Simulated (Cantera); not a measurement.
Feed: 1 mol Si, a varied amount of HBr, 0.51 mol H₂, equilibrated at 848.15 K and 0.680 bar.

Cantera equilibrium calculation (NASA polynomials, part measured and part estimated; ideal gas, pure solids and liquids). Candidate condensed phases: Br₂, Si; 19 gas species. Equilibrium is a limit: real reactors are often held back by kinetics, nucleation or transport.

Question: Which condensed phases are stable at each of these points (n(HBr) (mol)): 1.5, 3.3, 5.1, 7, 8.8, 11, 12, 14, 16, 18, 20, 22?

Answer: 
```tsv
n(HBr) (mol)	condensed phases	Si condensed (%)
1.5	Si(s)	61.8
3.3	Si(s)	16.0
5.1	gas only	0.0
7	gas only	0.0
8.8	gas only	0.0
11	gas only	0.0
12	gas only	0.0
14	gas only	0.0
16	gas only	0.0
18	gas only	0.0
20	gas only	0.0
22	gas only	0.0
```

From 1.5 mol HBr to 3.3 mol HBr the condensed part is Si(s). From 5.1 mol HBr to 22 mol HBr nothing is condensed.
